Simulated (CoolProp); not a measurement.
200 sccm (0 °C, 1 atm) of nitrogen bubbles through liquid toluene at 336.8 K and leaves saturated at a total pressure of 0.15 MPa (ideal gas phase). Each further row changes one setting.

The numbers come from the reference Helmholtz-energy equation of state, Lemmon 2006 in CoolProp. It is a short technical equation, of lower accuracy than the large ones.

```csv
case,vapour pressure (kPa),mole fraction of vapour,delivery (mg/min),delivery (sccm),change of delivery for a bath 1 K warmer (%)
as stated,21.4,0.143,137,33.3,4.6
bath temperature 341.8 K,25.9,0.172,171,41.7,4.6
total pressure 0.3 MPa,21.4,0.0713,63.1,15.4,4.2
```
